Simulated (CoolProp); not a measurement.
Values from CoolProp's reference Helmholtz-energy equation of state, Thol 2019.

Give the vapour pressure (kPa), liquid cp (kJ/(kg K)), surface tension (mN/m) of saturated decamethylcyclopentasiloxane (D5) at 482.4 K.


```
T (K)  p (kPa)  liquid cp (kJ/(kg K))  surface tension (mN/m)
-----  -------  ---------------------  ----------------------
482.4     97.4                   2.00                    5.68
```

Surface tension comes from a separate correlation (Mulero 2014), older than this fluid's equation and unchecked against measurements.
